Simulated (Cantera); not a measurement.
A closed system holds: 1 mol SiF₄, 0.89 mol O₃, 15 mol N₂, equilibrated at 2123 K and 210 Torr.

These are equilibrium values from Cantera (NASA tables, ideal gas, pure condensed phases), not measurements of a reactor. Candidate condensed phases: Si, SiO₂, Si₂N₂O, Si₃N₄; 28 gas species. The tables' values for SiF₃ are old estimates; treat these amounts as uncertain. Equilibrium is a limit: real reactors are often held back by kinetics, nucleation or transport.

Base state: N₂ 0.861, O₂ 0.0733, SiF₄ 0.0574, NO 0.00651, O 0.000833, F 0.000238, SiF₃ 0.000221 (mole fractions); condensed: gas only.

Problem. What changes in the equilibrium state with this change: O₃ from 0.89 to 3 mol?

Solution. 
```json
[
 {"species": "N₂", "before": "0.861", "after": "0.726"},
 {"species": "O₂", "before": "0.0733", "after": "0.213"},
 {"species": "SiF₄", "before": "0.0574", "after": "0.0485"},
 {"species": "NO", "before": "0.00651", "after": "0.0102"},
 {"species": "O", "before": "0.000833", "after": "0.00142"},
 {"species": "SiF₃", "before": "0.000221", "after": "0.000193"},
 {"species": "F", "before": "0.000238", "after": "0.000230"}
]
```
